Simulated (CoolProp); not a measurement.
Properties of hydrogen chloride along the isobar 8.66 MPa.

Computed with CoolProp (reference Helmholtz-energy equation of state, Thol 2018).

```json
[
 {"T (K)": "302.3", "phase": "liquid", "Z": "0.1519", "cp (kJ/(kg K))": "2.351", "cv (kJ/(kg K))": "0.8923", "speed of sound (m/s)": "521.9", "isothermal compressibility (1/MPa)": "0.01169", "fugacity coefficient": "0.4560"},
 {"T (K)": "336.7", "phase": "supercritical", "Z": "0.5274", "cp (kJ/(kg K))": "3.854", "cv (kJ/(kg K))": "0.9759", "speed of sound (m/s)": "252.1", "isothermal compressibility (1/MPa)": "0.2905", "fugacity coefficient": "0.6750"},
 {"T (K)": "371", "phase": "supercritical", "Z": "0.7194", "cp (kJ/(kg K))": "1.592", "cv (kJ/(kg K))": "0.7452", "speed of sound (m/s)": "302.0", "isothermal compressibility (1/MPa)": "0.1647", "fugacity coefficient": "0.7642"},
 {"T (K)": "405.3", "phase": "supercritical", "Z": "0.8045", "cp (kJ/(kg K))": "1.221", "cv (kJ/(kg K))": "0.6626", "speed of sound (m/s)": "332.8", "isothermal compressibility (1/MPa)": "0.1428", "fugacity coefficient": "0.8214"},
 {"T (K)": "439.7", "phase": "supercritical", "Z": "0.8562", "cp (kJ/(kg K))": "1.071", "cv (kJ/(kg K))": "0.6246", "speed of sound (m/s)": "357.1", "isothermal compressibility (1/MPa)": "0.1333", "fugacity coefficient": "0.8620"},
 {"T (K)": "474", "phase": "supercritical", "Z": "0.8912", "cp (kJ/(kg K))": "0.9948", "cv (kJ/(kg K))": "0.6064", "speed of sound (m/s)": "377.7", "isothermal compressibility (1/MPa)": "0.1280", "fugacity coefficient": "0.8921"},
 {"T (K)": "508.3", "phase": "supercritical", "Z": "0.9165", "cp (kJ/(kg K))": "0.9510", "cv (kJ/(kg K))": "0.5977", "speed of sound (m/s)": "395.9", "isothermal compressibility (1/MPa)": "0.1246", "fugacity coefficient": "0.9150"},
 {"T (K)": "542.6", "phase": "supercritical", "Z": "0.9354", "cp (kJ/(kg K))": "0.9240", "cv (kJ/(kg K))": "0.5942", "speed of sound (m/s)": "412.4", "isothermal compressibility (1/MPa)": "0.1222", "fugacity coefficient": "0.9330"},
 {"T (K)": "577", "phase": "supercritical", "Z": "0.9500", "cp (kJ/(kg K))": "0.9065", "cv (kJ/(kg K))": "0.5937", "speed of sound (m/s)": "427.7", "isothermal compressibility (1/MPa)": "0.1205", "fugacity coefficient": "0.9473"},
 {"T (K)": "611.3", "phase": "supercritical", "Z": "0.9615", "cp (kJ/(kg K))": "0.8951", "cv (kJ/(kg K))": "0.5950", "speed of sound (m/s)": "442.0", "isothermal compressibility (1/MPa)": "0.1192", "fugacity coefficient": "0.9587"}
]
```

The peak of cp marks the crossing from liquid-like to gas-like fluid above the critical point.
